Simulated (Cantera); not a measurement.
A closed system holds: 1 mol CaO, 2.2 mol NF₃, 21 mol N₂, held at 1673 K and 0.0133 bar.

Method: chemical equilibrium by Gibbs-energy minimisation in Cantera with the NASA 1993 tables (ideal gas, pure condensed phases). Candidate condensed phases: Ca, CaF₂, CaO; 22 gas species. The numbers say what is thermodynamically allowed, not how fast it happens.

Base state: N₂ 0.809, F 0.168, O₂ 0.0179, CaF₂ 0.00423, NO 0.000773, O 3.87e-5, F₂ 1.27e-5 (mole fractions); condensed: CaF₂(s).

Problem. What changes in the equilibrium state with this change: pressure from 0.0133 bar to 0.0370 bar?

Solution. 
```tsv
species	before	after
N₂	0.809	0.811
F	0.168	0.169
O₂	0.0179	0.0180
CaF₂	0.00423	0.00152
F₂	1.27e-5	3.54e-5
O	3.87e-5	2.33e-5
NO	0.000773	0.000775
CaF₂(s), mol	0.884	0.958
```
